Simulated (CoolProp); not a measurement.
Normal hydrogen along the isobar 5.35 MPa: density (kg/m³) from the reference equation and from simpler models built on Tc = -240.0 °C, pc = 1.296 MPa, ω = -0.219; each cubic takes its own stable root.

Values from CoolProp's reference Helmholtz-energy equation of state, Leachman 2009.

```tsv
T (°C)	phase	reference
-243.75	liquid	67.83
-216.25	supercritical	28.00
-188.75	supercritical	15.70
-161.25	supercritical	11.35
-133.75	supercritical	8.995
-106.25	supercritical	7.487
-78.65	supercritical	6.423
-51.15	supercritical	5.635
-23.65	supercritical	5.022
3.85	supercritical	4.532
31.35	supercritical	4.130
58.85	supercritical	3.795
86.35	supercritical	3.510
```

### Question
How far does each simpler model (van der Waals, Soave-Redlich-Kwong, Peng-Robinson) lie from the reference over these 13 states: mean and median of the absolute difference, and the worst?

### Answer
- van der Waals: mean 2.3 %, median 0.6 %, worst -19.7 % at -243.75 °C and 5.35 MPa
- Soave-Redlich-Kwong: mean 1.1 %, median 0.7 %, worst +4.6 % at -243.75 °C and 5.35 MPa
- Peng-Robinson: mean 4.4 %, median 2.7 %, worst +16.8 % at -243.75 °C and 5.35 MPa
